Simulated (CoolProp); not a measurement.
Model: reference Helmholtz-energy equation of state, Lemmon 2005, in CoolProp. It is a short technical equation, of lower accuracy than the large ones.

### Question
For trans-2-butene, give the phase and the Joule-Thomson coefficient (K/MPa), isothermal compressibility (1/MPa), expansivity (1/kK), fugacity coefficient at 83.45 °C and 100 bar.

### Answer
- 83.45 °C and 100 bar: liquid; Joule-Thomson coefficient -0.136, isothermal compressibility 0.00451, expansivity 2.27, fugacity coefficient 0.122
